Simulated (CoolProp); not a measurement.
Carbon dioxide at several states: density (kg/m³) from the reference equation and from simpler models built on Tc = 304.1 K, pc = 7.377 MPa, ω = 0.224; each cubic takes its own stable root.

Model: reference Helmholtz-energy equation of state, Span 1996, in CoolProp.

| T (K) | p (MPa) | phase | reference | van der Waals | Redlich-Kwong | Soave-Redlich-Kwong | Peng-Robinson |
|---|---|---|---|---|---|---|---|
| 236.5 | 5.63 | liquid | 1116 | 699.7 | 989.2 | 1026 | 1161 |
| 256.8 | 0.187 | gas | 3.915 | 3.899 | 3.910 | 3.913 | 3.917 |
| 919.9 | 2.08 | gas | 11.93 | 11.98 | 11.96 | 11.90 | 11.92 |
| 804.8 | 0.0241 | gas | 0.1585 | 0.1585 | 0.1585 | 0.1585 | 0.1585 |
| 252 | 1.52 | gas | 37.59 | 35.69 | 36.83 | 37.23 | 37.64 |
